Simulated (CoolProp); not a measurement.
R365MFC along the isotherm 226.85 °C: Z from the reference equation and from simpler models built on Tc = 186.9 °C, pc = 3266 kPa, ω = 0.377; each cubic takes its own stable root.

Model: reference Helmholtz-energy equation of state, Lemmon 2016, in CoolProp.

```tsv
p (kPa)	phase	reference
4080	supercritical	0.6033
8170	supercritical	0.4241
12200	supercritical	0.5449
16300	supercritical	0.6764
20400	supercritical	0.8067
24500	supercritical	0.9348
28600	supercritical	1.061
32700	supercritical	1.184
```

Question: How far does each simpler model (Redlich-Kwong, Soave-Redlich-Kwong, Peng-Robinson) lie from the reference over these 8 states: mean and median of the absolute difference, and the worst?

Answer: 
- Redlich-Kwong: mean 4.7 %, median 4.5 %, worst -7.5 % at 226.85 °C and 4080 kPa
- Soave-Redlich-Kwong: mean 7.0 %, median 5.8 %, worst +15.2 % at 226.85 °C and 8170 kPa
- Peng-Robinson: mean 4.0 %, median 4.3 %, worst -6.4 % at 226.85 °C and 32700 kPa
